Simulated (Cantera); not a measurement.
An adiabatic, constant-volume homogeneous reactor starts with 17.8 % H₂, 6.86 % O₂, 75.3 % N₂, equivalence ratio 1.3, at 1400 K and 101000 Pa.

Cantera simulation using the H2/O2 subset of GRI-Mech 3.0, which has no nitrogen chemistry; the numbers are that mechanism's predictions, not measurements.

One state of this run: T (K) = 2535; P (bar) = 1.72; x H₂ = 0.0439; x O₂ = 0.000308; x H₂O₂ = 2.49e-8; x H = 0.00472; x HO₂ = 1.60e-7; x OH = 0.00330; x H₂O = 0.142. x: mole fraction; the columns are a selection and need not sum to one.

**Question.** Which value of t (s) does it belong to?
A) 0.000106
B) 0.000521
C) 4.43e-6
D) 0.136

**Answer.** D, 0.136
